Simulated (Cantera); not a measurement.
Charge: 1 mol Si, 2.4 mol Br₂, equilibrated at 49000 Pa.

Cantera equilibrium calculation (NASA polynomials, part measured and part estimated; ideal gas, pure solids and liquids). Candidate condensed phases: Br₂, Si; 9 gas species. The tables' values for SiBr₃ are old estimates; treat these amounts as uncertain. The numbers say what is thermodynamically allowed, not how fast it happens.

x: gas mole fraction; nothing condenses.

| T (K) | x SiBr₄ | x Br | x Br₂ | x SiBr₃ | x SiBr₂ |
|---|---|---|---|---|---|
| 950 | 0.713 | 0.00235 | 0.284 | 3.33e-8 | <1e-12 |
| 1050 | 0.712 | 0.00761 | 0.281 | 5.06e-7 | 6.13e-11 |
| 1150 | 0.707 | 0.0200 | 0.273 | 4.79e-6 | 2.92e-9 |
| 1250 | 0.698 | 0.0442 | 0.257 | 3.18e-5 | 7.63e-8 |
| 1350 | 0.684 | [?] | [?] | 0.000162 | [?] |
| 1450 | 0.662 | [?] | [?] | 0.000673 | [?] |
| 1550 | 0.634 | 0.214 | 0.149 | 0.00242 | 0.000148 |
| 1650 | 0.599 | 0.287 | 0.105 | 0.00773 | 0.00118 |

**Question.** What belongs in the gaps?

**Answer.** 
- 1450, x Br: 0.143
- 1450, x Br₂: 0.194
- 1450, x SiBr₂: 1.54e-5
- 1350, x Br: 0.0848
- 1350, x Br₂: 0.231
- 1350, x SiBr₂: 1.28e-6
